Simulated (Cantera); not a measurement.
Charge: 1 mol Ca(OH)2, 0.014 mol CO2, 0.32 mol C, held at 0.133 bar.

Cantera equilibrium calculation (NASA polynomials, part measured and part estimated; ideal gas, pure solids and liquids). Candidate condensed phases: C, C6H6, C7H8, C8H18, Ca, CaCO3, CaO, Ca(OH)2, H2O; 115 gas species. Equilibrium is a limit: real reactors are often held back by kinetics, nucleation or transport. All values below are at 1027 °C.

Base state: H2O 0.416, H2 0.333, CO 0.147, CO2 0.104 (mole fractions); condensed: CaO(s).

Q: What changes in the equilibrium state with this change: C from 0.32 to 0.077 mol?

A: 
```
species      before   after
-----------  ------  ------
H2O           0.416   0.793
H2            0.333   0.123
CO2           0.104  0.0655
CO            0.147  0.0179
CaO(s), mol    1.00    1.00
```
